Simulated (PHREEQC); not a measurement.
PHREEQC input (ion-association model, wateq4f.dat):

```
SOLUTION_MASTER_SPECIES
  An  An-  0  An  62.0  # stands for a non-complexing anion
SOLUTION_SPECIES
  An- = An-
    -log_k 0
    -gamma 3.0 0
PHASES
  Fix_H+
    H+ = H+
    -log_k 0
SOLUTION 1
  temp 25
  units mmol/kgw
  pH 7 charge
  As(5) 0.0044
  Na 1.0088
  An 1
END
SELECTED_OUTPUT 1
  -reset false
  -pH true
  -pe true
  -ionic_strength true
  -water true
  -totals As Na As(3) As(5)
  -molalities Hfo_wOH Hfo_wOH2+ Hfo_wO- Hfo_sOH Hfo_sOH2+ Hfo_sO- Hfo_wH2AsO4 Hfo_wHAsO4- Hfo_wOHAsO4-3
USER_PUNCH 1
  -headings sigma psi
  10 PUNCH EDL("sigma", "Hfo"), EDL("psi", "Hfo")
PRINT
  -reset false
USE solution 1
SURFACE 1
  Hfo_wOH 0.00137079 600 0.61
  Hfo_sOH 3.42697e-05
EQUILIBRIUM_PHASES 1
  Fix_H+ -3 HAn 10
    -force_equality true
  O2(g) -0.68 10
END
# ... the last block is repeated for the other 16 points of pH, with NaOH or the acid as the point needs
```

Selected output (columns that matter, 17 of 17 rows; pH added in front):

```
pH	mu	As	Na	m_Hfo_wOH	m_Hfo_wOH2+	m_Hfo_wO-	m_Hfo_sOH	m_Hfo_sOH2+	m_Hfo_sO-	m_Hfo_wH2AsO4	m_Hfo_wHAsO4-	m_Hfo_wOHAsO4-3	sigma	psi
3	0.0025573	4.0405e-13	0.0010088	0.00038796	0.00097489	3.5369e-06	9.7303e-06	2.4451e-05	8.8707e-08	3.7673e-07	3.6801e-06	3.4315e-07	0.26127	0.23011
3.38	0.0018247	2.4212e-13	0.0010088	0.00059704	0.00075858	1.0765e-05	1.4974e-05	1.9026e-05	2.6999e-07	1.6078e-07	3.1063e-06	1.133e-06	0.20039	0.22515
3.75	0.0014797	1.8488e-13	0.0010088	0.00075609	0.00058803	2.2272e-05	1.8963e-05	1.4748e-05	5.5858e-07	6.9522e-08	2.1943e-06	2.1362e-06	0.15063	0.21587
4.12	0.0012993	1.6225e-13	0.0010088	0.00086833	0.00046055	3.7505e-05	2.1778e-05	1.1551e-05	9.4065e-07	3.0523e-08	1.4127e-06	2.9568e-06	0.11162	0.20382
4.5	0.0011949	1.6354e-13	0.0010088	0.00094453	0.00036603	5.5836e-05	2.3689e-05	9.1802e-06	1.4004e-06	1.4071e-08	8.913e-07	3.4946e-06	0.080832	0.1894
4.88	0.0011315	1.9251e-13	0.0010088	0.00099161	0.0002996	7.5186e-05	2.487e-05	7.5141e-06	1.8857e-06	7.257e-09	5.896e-07	3.8031e-06	0.057485	0.17332
5.25	0.0010914	2.6269e-13	0.0010088	0.0010183	0.00025493	9.3176e-05	2.5539e-05	6.3939e-06	2.3369e-06	4.3132e-09	4.229e-07	3.9728e-06	0.040462	0.15626
5.62	0.0010643	4.1388e-13	0.0010088	0.001033	0.00022451	0.00010888	2.5908e-05	5.6308e-06	2.7308e-06	2.8912e-09	3.2655e-07	4.0706e-06	0.027943	0.138
6	0.0010454	7.6009e-13	0.0010088	0.0010409	0.00020361	0.0001219	2.6106e-05	5.1066e-06	3.0573e-06	2.1385e-09	2.6836e-07	4.1295e-06	0.018746	0.11823
6.38	0.0010326	1.6134e-12	0.0010088	0.0010448	0.0001898	0.00013177	2.6205e-05	4.7602e-06	3.3047e-06	1.7272e-09	2.334e-07	4.1649e-06	0.012327	0.097652
6.75	0.0010241	3.9478e-12	0.0010088	0.0010468	0.00018083	0.00013881	2.6253e-05	4.5354e-06	3.4813e-06	1.4933e-09	2.1219e-07	4.1863e-06	0.0079911	0.077055
7.12	0.0010183	1.1733e-11	0.0010088	0.0010477	0.00017472	0.00014393	2.6278e-05	4.3821e-06	3.6099e-06	1.3476e-09	1.9837e-07	4.2003e-06	0.0049462	0.056074
7.5	0.0010139	4.4414e-11	0.0010088	0.0010483	0.00017027	0.00014785	2.6291e-05	4.2705e-06	3.7081e-06	1.2482e-09	1.8864e-07	4.2101e-06	0.0026806	0.034271
7.88	0.0010105	1.9972e-10	0.0010088	0.0010486	0.00016684	0.00015098	2.6299e-05	4.1843e-06	3.7866e-06	1.1752e-09	1.8132e-07	4.2173e-06	0.00090301	0.012323
8.25	0.0010076	9.5329e-10	0.0010088	0.0010488	0.00016385	0.00015378	2.6303e-05	4.1095e-06	3.8568e-06	1.1142e-09	1.7506e-07	4.2229e-06	-0.00066277	-0.0090972
8.62	0.0010088	4.7535e-09	0.0010132	0.0010489	0.0001607	0.00015683	2.6306e-05	4.0303e-06	3.9334e-06	1.0514e-09	1.6846e-07	4.2257e-06	-0.0023425	-0.030482
9	0.001019	2.4893e-08	0.0010275	0.0010489	0.00015668	0.00016086	2.6306e-05	3.9294e-06	4.0344e-06	9.7182e-10	1.597e-07	4.2144e-06	-0.0045063	-0.05231
```

Species that the database lacks are ignored. The oxide is taken as insoluble; below pH 4 it would dissolve.
